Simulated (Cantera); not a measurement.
Feed: 1 mol Si3N4, 2.3 mol HCl, 13 mol H2, equilibrated at 1923 K and 2.80e-5 bar.

Equilibrium computed with Cantera from the NASA thermochemical tables; the gas is ideal and each condensed phase is pure. Candidate condensed phases: NH4Cl, Si, Si3N4; 28 gas species. The tables' values for SiCl, SiN are old estimates; treat these amounts as uncertain. Equilibrium is a limit: real reactors are often held back by kinetics, nucleation or transport.

### Question
What is the equilibrium state?

### Answer
```
Property                             Result
--------------------------------  ---------
x(H2)                                 0.547
x(H)                                  0.132
x(Si)                                 0.128
x(N2)                                0.0921
x(HCl)                               0.0769
x(Cl)                                0.0139
x(SiCl2)                            0.00601
x(SiCl)                             0.00308
x(SiH)                             0.000410
gas amount                        21.71 mol
log10 activity of Si(l) (absent)      -0.67
```
